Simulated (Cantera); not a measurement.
What does this Cantera script print?

```python
import numpy as np
import cantera as ct

gas_names = """
    CL CL2 Mg MgCL MgCL2 MgN Mg2 N N2
""".split()
cond_names = """
    Mg(cr) Mg(L) MgCL2(s) MgCL2(L)
""".split()


# ... load() reads the species with a 1 bar reference pressure and builds the phases ...
atoms = {
    'MgCl2': {'Mg': 1, 'CL': 2},
    'N2': {'N': 2},
}
top_T = {}  # K; cautious upper limits of use, not melting points


# ... equilibrate(T, P, feed) seeds the gas with the atoms and calls Mixture.equilibrate('TP', solver="vcs", rtol=1e-11, max_steps=5000) ...
results = []
feed = {'MgCl2': 1, 'N2': 14}  # mol
P = 2500  # Pa
for T in [973, 1073, 1173, 1273, 1373, 1473, 1573, 1673, 1773, 1873, 1973, 2073]:
    mix = equilibrate(T, P, feed)
    results.append((T, P, feed, dict(zip(mix.species_names, mix.species_moles))))
    x = sorted(zip(gas.X, gas.species_names), reverse=True)
    print(f"T = {T:g} K  P = {P:g} Pa  gas = {mix.phase_moles(0):.4g} mol")
    print("   x: " + "  ".join(f"{s} {v:.3e}" for v, s in x if v > 0.001))
    print("   condensed (mol): " + ("  ".join(f"{mix.phase(i).name} {mix.phase_moles(i):.4g}"
          for i in range(1, mix.n_phases) if mix.phase_moles(i) > 1e-12) or "none"))
```

Output:

```
T = 973 K  P = 2500 Pa  gas = 14.05 mol
   x: N2 9.963e-01  MgCL2 3.710e-03
   condensed (mol): MgCL2(s) 0.9479
T = 1073 K  P = 2500 Pa  gas = 14.53 mol
   x: N2 9.636e-01  MgCL2 3.640e-02
   condensed (mol): MgCL2(L) 0.4712
T = 1173 K  P = 2500 Pa  gas = 15 mol
   x: N2 9.333e-01  MgCL2 6.667e-02
   condensed (mol): none
T = 1273 K  P = 2500 Pa  gas = 15 mol
   x: N2 9.333e-01  MgCL2 6.667e-02
   condensed (mol): none
T = 1373 K  P = 2500 Pa  gas = 15 mol
   x: N2 9.333e-01  MgCL2 6.666e-02
   condensed (mol): none
T = 1473 K  P = 2500 Pa  gas = 15 mol
   x: N2 9.333e-01  MgCL2 6.665e-02
   condensed (mol): none
T = 1573 K  P = 2500 Pa  gas = 15 mol
   x: N2 9.333e-01  MgCL2 6.662e-02
   condensed (mol): none
T = 1673 K  P = 2500 Pa  gas = 15 mol
   x: N2 9.332e-01  MgCL2 6.653e-02
   condensed (mol): none
T = 1773 K  P = 2500 Pa  gas = 15.01 mol
   x: N2 9.328e-01  MgCL2 6.629e-02
   condensed (mol): none
T = 1873 K  P = 2500 Pa  gas = 15.02 mol
   x: N2 9.320e-01  MgCL2 6.573e-02  CL 1.399e-03
   condensed (mol): none
T = 1973 K  P = 2500 Pa  gas = 15.05 mol
   x: N2 9.303e-01  MgCL2 6.456e-02  CL 3.228e-03  Mg 1.341e-03
   condensed (mol): none
T = 2073 K  P = 2500 Pa  gas = 15.1 mol
   x: N2 9.270e-01  MgCL2 6.230e-02  CL 6.837e-03  Mg 2.927e-03
   condensed (mol): none
```

These are equilibrium values from Cantera (NASA tables, ideal gas, pure condensed phases), not measurements of a reactor.
